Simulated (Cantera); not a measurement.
An adiabatic, constant-volume homogeneous reactor starts with CO : H₂ : O₂ : N₂ = 1 : 0.21 : 0.252 : 0.948 (molar parts), equivalence ratio 2.4, at 1800 K and 160000 Pa.

Computed with Cantera and GRI-Mech 3.0 (53 species, 325 reactions). Above 3000 K some thermodynamic fits are extrapolated.

One state of this run: T (K) = 1948; P (bar) = 1.72; x CO = 0.372; x H₂ = 0.0154; x O₂ = 0.0414; x OH = 0.0110; x N₂O = 8.76e-8. x: mole fraction; the columns are a selection and need not sum to one.

Which value of t (s) does it belong to?
(A) 0.000839
(B) 7.67e-6
(C) 0.00215
(D) 0.00549

B, 7.67e-6
